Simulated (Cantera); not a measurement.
An isothermal, constant-pressure homogeneous reactor starts with 6.94 % H2, 8.46 % O2, 84.6 % N2, at 1225 K and 13300 Pa.

Detailed kinetics in Cantera: GRI-Mech 3.0 (53 species, 325 reactions). The temperature is held fixed by assumption; the heat of reaction is taken as removed at once.

One state of this run: x H2 = 2.29e-6; x O2 = 0.0517; x NO2 = 2.33e-8; x HO2 = 7.19e-8; x NO = 6.81e-6. x: mole fraction; the columns are a selection and need not sum to one.

### Question
Which value of t (s) does it belong to?
A) 0.0502
B) 0.000199
C) 0.126
D) 0.000501

### Answer
C, 0.126
